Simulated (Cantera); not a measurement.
Charge: 1 mol (CH3)2SiCl2, 0.0064 mol C3H8, 180 mol H2, at 2050 K and 10000 Pa.

These are equilibrium values from Cantera (NASA tables, ideal gas, pure condensed phases), not measurements of a reactor. Candidate condensed phases: C, C6H6, C7H8, C8H18, Si, SiC; 109 gas species. The feed counts by its element totals alone. The numbers say what is thermodynamically allowed, not how fast it happens.

Base state: H2 0.981, HCl 0.0107, H 0.00711, C2H2 (acetylene) 0.00104, Cl 5.75e-5, Si 5.07e-5, CH4 3.59e-5, SiCl2 1.74e-5 (mole fractions); condensed: C(graphite) + SiC(s).

Question: What changes in the equilibrium state with this change: pressure from 10000 Pa to 130 Pa?

Answer: 
```json
[
 {"species": "H2", "before": "0.981", "after": "0.924"},
 {"species": "H", "before": "0.00711", "after": "0.0605"},
 {"species": "HCl", "before": "0.0107", "after": "0.00994"},
 {"species": "Si", "before": "5.07e-5", "after": "0.00390"},
 {"species": "CH4", "before": "3.59e-5", "after": "4.14e-7"},
 {"species": "SiC2", "before": "2.64e-6", "after": "0.000203"},
 {"species": "C(graphite), mol", "before": "0.643", "after": "1.40"},
 {"species": "SiC(s), mol", "before": "0.982", "after": "0.139"}
]
```
The tables' values for SiCl are old estimates; treat these amounts as uncertain.

Question: What changes in the equilibrium state with this change: temperature from 2050 K to 2125 K?

Answer: 
| species | before | after |
|---|---|---|
| H2 | 0.981 | 0.976 |
| H | 0.00711 | 0.0113 |
| HCl | 0.0107 | 0.0107 |
| C2H2 (acetylene) | 0.00104 | 0.00164 |
| Si | 5.07e-5 | 0.000147 |
| SiC2 | 2.64e-6 | 1.05e-5 |
| SiH | 9.62e-6 | 2.36e-5 |
| SiH2 | 9.03e-6 | 1.71e-5 |
| Cl | 5.75e-5 | 9.09e-5 |
| CH4 | 3.59e-5 | 2.96e-5 |
| C(graphite), mol | 0.643 | 0.445 |
| SiC(s), mol | 0.982 | 0.955 |
Gases not in the tables: Si2H6 and higher silanes.
